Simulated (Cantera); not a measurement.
A closed system holds: 1 mol Fe(CO)5, 0.44 mol O2, 48 mol N2, held at 10.0 mbar.

Equilibrium computed with Cantera from the NASA thermochemical tables; the gas is ideal and each condensed phase is pure. Candidate condensed phases: C, Fe, Fe(CO)5, FeO, Fe2O3, Fe3O4; 27 gas species. Rates play no part. All values below are at 650 °C.

Base state: N2 0.906, CO 0.0777, CO2 0.0166 (mole fractions); condensed: Fe(α).

What changes in the equilibrium state with this change: Fe(CO)5 replaced by HgO?


```json
[
 {"species": "N2", "before": "0.906", "after": "0.961"},
 {"species": "Hg", "before": "0", "after": "0.0200"},
 {"species": "O2", "before": "<1e-9", "after": "0.0188"},
 {"species": "CO", "before": "0.0777", "after": "0"},
 {"species": "CO2", "before": "0.0166", "after": "0"},
 {"species": "Fe(α), mol", "before": "1.00", "after": "0"}
]
```
Further candidate phases: Hg, HgO.
